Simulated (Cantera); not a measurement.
Charge: 1 mol SiHCl₃, 0.15 mol C₂H₄, 5.6 mol H₂, held at 0.900 Torr.

Method: chemical equilibrium by Gibbs-energy minimisation in Cantera with the NASA 1993 tables (ideal gas, pure condensed phases). Candidate condensed phases: C, C₆H₆, C₇H₈, C₈H₁₈, Si, SiC; 109 gas species. The tables' values for SiCl, SiCl₃ are old estimates; treat these amounts as uncertain. Gases not in the tables: Si₂H₆ and higher silanes. Equilibrium is a limit: real reactors are often held back by kinetics, nucleation or transport. All values below are at 1898 K.

Base state: H₂ 0.683, HCl 0.207, SiCl₂ 0.0797, H 0.0187, Si 0.00481, Cl 0.00426, SiCl 0.00208, SiCl₃ 0.000232 (mole fractions); condensed: SiC(s).

Problem. What changes in the equilibrium state with this change: C₂H₄ from 0.15 to 0.096 mol?

Solution. 
| species | before | after |
|---|---|---|
| H₂ | 0.683 | 0.689 |
| HCl | 0.207 | 0.187 |
| SiCl₂ | 0.0797 | 0.0916 |
| H | 0.0187 | 0.0187 |
| Si₂ | 1.80e-5 | 3.61e-5 |
| SiH₂ | 1.85e-5 | 2.63e-5 |
| SiH | 0.000120 | 0.000171 |
| Si₂C | 8.35e-5 | 0.000118 |
| Si | 0.00481 | 0.00680 |
| SiC(s), mol | 0.299 | 0.191 |
